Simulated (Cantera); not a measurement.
Charge: 1 mol SiH₄, 0.014 mol Cl₂, 16 mol N₂, equilibrated at 752 °C and 0.230 bar.

These are equilibrium values from Cantera (NASA tables, ideal gas, pure condensed phases), not measurements of a reactor. Candidate condensed phases: NH₄Cl, Si, Si₃N₄; 28 gas species. N₂ is the only nitrogen source here; it is nearly inert below about 1500 K, so the nitride shown seldom forms there in practice. Rates play no part.

Q: What is the equilibrium state?

A: 
```
Property                              Value
--------------------------------  ---------
x(N₂)                                 0.884
x(H₂)                                 0.114
x(HCl)                              0.00161
x(NH₃)                              4.15e-6
n(Si₃N₄(s))                       0.333 mol
gas amount                        17.35 mol
log10 activity of Si(s) (absent)      -6.41
```
